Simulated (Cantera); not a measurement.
An isothermal, constant-pressure homogeneous reactor starts with H₂ : O₂ = 0.015 : 1 (molar parts), equivalence ratio 0.0075, at 1250 K and 0.0263 atm.

Detailed kinetics in Cantera: the H2/O2 subset of GRI-Mech 3.0, which has no nitrogen chemistry. Radical loss at walls, strong at low pressure, is not modelled.

x: mole fraction; the columns are a selection and need not sum to one.

| t (s) | x H₂ | x O₂ | x OH | x H₂O₂ | x H | x O | x HO₂ |
|---|---|---|---|---|---|---|---|
| 9.00e-6 | 0.0148 | 0.985 | 1.31e-10 | <1e-12 | 4.67e-10 | 1.33e-10 | 5.97e-10 |
| 5.46e-5 | 0.0148 | 0.985 | … | <1e-12 | 1.42e-9 | 2.72e-9 | 3.63e-9 |
| 0.000331 | 0.0148 | 0.985 | … | 1.30e-11 | 1.08e-8 | 6.36e-8 | 2.22e-8 |
| 0.00201 | 0.0121 | 0.983 | 0.00112 | 3.95e-8 | 0.000285 | 0.00172 | 2.50e-6 |
| 0.0122 | 7.24e-5 | 0.975 | 0.00118 | 4.77e-8 | 0.000568 | 0.00971 | 1.91e-6 |
| 0.0739 | 2.40e-5 | 0.982 | … | 3.83e-8 | 0.000105 | 0.00313 | 1.12e-6 |
| 0.448 | 1.83e-6 | 0.985 | … | 1.33e-8 | 2.22e-6 | 0.000238 | 2.30e-7 |
| 2.72 | 9.49e-8 | 0.985 | … | 1.72e-9 | 2.66e-8 | 1.24e-5 | 2.30e-8 |
| 16.5 | 8.39e-9 | 0.985 | … | 2.08e-10 | 7.11e-10 | 1.11e-6 | 8.84e-9 |
| 100 | 3.20e-9 | 0.985 | … | 8.92e-11 | 1.69e-10 | 4.25e-7 | 1.13e-8 |

**Question.** Some entries are withheld; supply them.

**Answer.** 
- 5.46e-5, x OH: 2.51e-9
- 0.000331, x OH: 4.82e-8
- 0.0739, x OH: 0.000684
- 0.448, x OH: 0.000191
- 2.72, x OH: 4.39e-5
- 16.5, x OH: 1.31e-5
- 100, x OH: 8.12e-6
